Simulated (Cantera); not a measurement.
Input (Python, Cantera) and output of one run.

```python
import numpy as np
import cantera as ct

gas_names = """
    H HO2 H2 H2O H2O2 H2S H2SO4 Mg MgH MgO MgOH MgO2H2 MgS Mg2 O OH O2 O3 S SH SO SO2 SO3 S2 S2O S8
""".split()
cond_names = """
    H2O(s) H2O(L) H2SO4(L) Mg(cr) Mg(L) MgO(s) MgO(L) MgO2H2(s) MgS(s) MgSO4(s) MgSO4(L) S(cr1) S(cr2)
    S(L)
""".split()


# ... load() reads the species with a 1 bar reference pressure and builds the phases ...
atoms = {
    'MgSO4': {'Mg': 1, 'S': 1, 'O': 4},
    'H2': {'H': 2},
}
top_T = {'MgS(s)': 2250}  # K; cautious upper limits of use, not melting points


# ... equilibrate(T, P, feed) seeds the gas with the atoms and calls Mixture.equilibrate('TP', solver="vcs", rtol=1e-11, max_steps=5000) ...
results = []
T = 2173  # K
P = 5500  # Pa
for m in [0.39, 0.66, 0.93, 1.2, 1.5, 1.7, 2, 2.3, 2.6, 2.8]:
    feed = {'MgSO4': 1, 'H2': m}  # mol
    mix = equilibrate(T, P, feed)
    results.append((T, P, feed, dict(zip(mix.species_names, mix.species_moles))))

top = {s: max(r[3][s] / sum(r[3][g] for g in gas_names) for r in results) for s in gas_names}
cols = sorted((s for s in top if top[s] > 0.001), key=lambda s: -top[s])[:6]
seen = [c for c in cond_names if any(r[3].get(c, 0) > 1e-12 for r in results)]
print("log10 of partial pressures in bar; condensed amounts in mol")
print(f"{'n(H2)':>10s}" + "".join(f"{s[:9]:>10s}" for s in cols + seen))
for T, P, feed, n in results:
    ng = sum(n[g] for g in gas_names)
    print(f"{feed['H2']:10.4g}" + "".join(f"{np.log10(max(n[s] / ng * P / 1e5, 1e-99)):10.3f}" for s in cols)
          + "".join(f"{n.get(c, 0):10.4g}" for c in seen))
```

It prints:

```
log10 of partial pressures in bar; condensed amounts in mol
     n(H2)       SO2       H2O        H2        O2        SO        S2    MgO(s)
      0.39    -1.496    -1.919    -3.930    -2.014    -3.690    -8.731    0.9999
      0.66    -1.531    -1.723    -3.592    -2.296    -3.584    -8.237    0.9998
      0.93    -1.567    -1.609    -3.192    -2.869    -3.335    -7.165    0.9997
       1.2    -1.639    -1.579    -2.508    -4.175    -2.753    -4.694     0.999
       1.5    -1.737    -1.581    -2.197    -4.803    -2.538    -3.636    0.9979
       1.7    -1.799    -1.581    -2.093    -5.009    -2.496    -3.346    0.9972
         2    -1.887    -1.581    -1.989    -5.218    -2.480    -3.105    0.9962
       2.3    -1.971    -1.582    -1.914    -5.371    -2.487    -2.968    0.9951
       2.6    -2.052    -1.586    -1.856    -5.495    -2.506    -2.881    0.9939
       2.8    -2.104    -1.589    -1.823    -5.567    -2.522    -2.841    0.9931
```

Method: chemical equilibrium by Gibbs-energy minimisation in Cantera with the NASA 1993 tables (ideal gas, pure condensed phases).
